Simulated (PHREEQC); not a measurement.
## City or well water: speciation

Model water analysis in mg/kgw, 86 °C, pH 6.54, pe 10.2:

```
constituent         mg/kgw
------------------  ------
Na                     136
K                   0.0435
Ca                    11.8
Mg                     3.5
Cl                    58.3
S(6) as SO4            111
Alkalinity as HCO3     166
Cd                   0.323
```

Valence states are taken as typed.

Equilibrium calculation in PHREEQC: ion-association model, phreeqc.dat.

No solid was allowed to form.

**Question.** Predict the specific conductance.

**Answer.** specific conductance 1850 µS/cm.

**Question.** In which forms is Cd present?

**Answer.** Cd+2 73 %, CdSO4 13 %, CdCl+ 8.9 %, CdHCO3+ 4.1 %, CdOH+ 0.7 % of the Cd.

Species that the database lacks are ignored. Away from 25 °C the constants follow the database's enthalpies or fits; those with neither stay at their 25 °C values.
